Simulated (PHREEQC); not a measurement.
Consider water at 25 °C with 82 mmol/kgw CuSO4, 19 mmol/kgw HCl and 0.13 mmol/kgw NaCl. Closed to the air; pH follows from the charge balance.

Model: ion-association model, phreeqc.dat, run in PHREEQC.

Each row changes one thing in this solution. Precipitation was switched off in this run.

```json
[
 {"case": "as made", "pH": "2.15", "ionic strength (mol/kgw)": "0.188", "Cu+2 (mol/kgw)": "0.0469", "SO4-2 (mol/kgw)": "0.0375", "CuSO4 (mol/kgw)": "0.0343", "Cl- (mol/kgw)": "0.0184"},
 {"case": "diluted 100-fold with water", "pH": "3.77", "ionic strength (mol/kgw)": "0.00317", "Cu+2 (mol/kgw)": "0.000750", "SO4-2 (mol/kgw)": "0.000740", "CuSO4 (mol/kgw)": "7.00e-5", "Cl- (mol/kgw)": "0.000191"},
 {"case": "NaCl left out", "pH": "2.15", "ionic strength (mol/kgw)": "0.188", "Cu+2 (mol/kgw)": "0.0469", "SO4-2 (mol/kgw)": "0.0375", "CuSO4 (mol/kgw)": "0.0343", "Cl- (mol/kgw)": "0.0182"},
 {"case": "diluted 5-fold with water", "pH": "2.66", "ionic strength (mol/kgw)": "0.0460", "Cu+2 (mol/kgw)": "0.0111", "SO4-2 (mol/kgw)": "0.00996", "CuSO4 (mol/kgw)": "0.00521", "Cl- (mol/kgw)": "0.00377"},
 {"case": "NaCl from 0.00013 to 1.3e-05 mol/kgw", "pH": "2.15", "ionic strength (mol/kgw)": "0.188", "Cu+2 (mol/kgw)": "0.0469", "SO4-2 (mol/kgw)": "0.0375", "CuSO4 (mol/kgw)": "0.0343", "Cl- (mol/kgw)": "0.0182"},
 {"case": "HCl from 0.019 to 0.095 mol/kgw", "pH": "1.34", "ionic strength (mol/kgw)": "0.256", "Cu+2 (mol/kgw)": "0.0568", "SO4-2 (mol/kgw)": "0.0236", "CuSO4 (mol/kgw)": "0.0209", "Cl- (mol/kgw)": "0.0907"}
]
```
